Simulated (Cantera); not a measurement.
Boron, boron nitride and boron oxide: BF3 + H2 + N2 + O2

Charge: 1 mol BF3, 87 mol H2, 0.81 mol N2, 0.26 mol O2, at 1350 °C and 100 Torr.

Method: chemical equilibrium by Gibbs-energy minimisation in Cantera with the NASA 1993 tables (ideal gas, pure condensed phases). Candidate condensed phases: B, BN, B2O3, B3O3H3, H2O; 62 gas species. The tables' values for BF2 are old estimates; treat these amounts as uncertain. Kinetics and transport are ignored.

```yaml
x(H2): 0.967
x(HF): 0.0126
x(N2): 0.00907
x(BOF): 0.00557
x(BF3): 0.00458
x(BHF2): 0.000565
x(BF2): 0.000264
x(H): 0.000186
x(HBO): 0.000171
gas_amount: 89.35 mol
log10 activity of B(s) (absent): -2.50
log10 activity of B3O3H3(s) (absent): -14.32
```
